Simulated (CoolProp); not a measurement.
Vapour-liquid equilibrium of acetone (1) + n-decane (2) at 0.314 MPa; x and y are mole fractions of (1).

The numbers come from the multi-fluid Helmholtz-energy mixture model, Lemmon 2006 and Lemmon 2006; pair parameters Bell 2016 in CoolProp.

Give the bubble temperature and the first vapour's composition at x = 0.425, 0.5, 0.875. Is there an azeotrope?

x = 0.425: 387.1 K, y = 0.958; x = 0.5: 383.2 K, y = 0.966; x = 0.875: 371.1 K, y = 0.989. No azeotrope shows between x = 0.05 and 0.95.

The pair parameters rest on a limited set of measurements; away from them the model extrapolates.
